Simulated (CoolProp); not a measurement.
Nitrogen at 314.5 K and 1.69 MPa is compressed adiabatically to 10.6 MPa with isentropic efficiency 0.8. Each further row changes one setting.

The numbers come from the reference Helmholtz-energy equation of state, Span 2000 in CoolProp.

```json
[
 {"case": "as stated", "work (kJ/kg)": "288", "final temperature (K)": "584.8", "final density (kg/m³)": "58.3"},
 {"case": "efficiency 1", "work (kJ/kg)": "230", "final temperature (K)": "532.6", "final density (kg/m³)": "64.0"},
 {"case": "efficiency 0.65", "work (kJ/kg)": "354", "final temperature (K)": "644.8", "final density (kg/m³)": "52.9"}
]
```
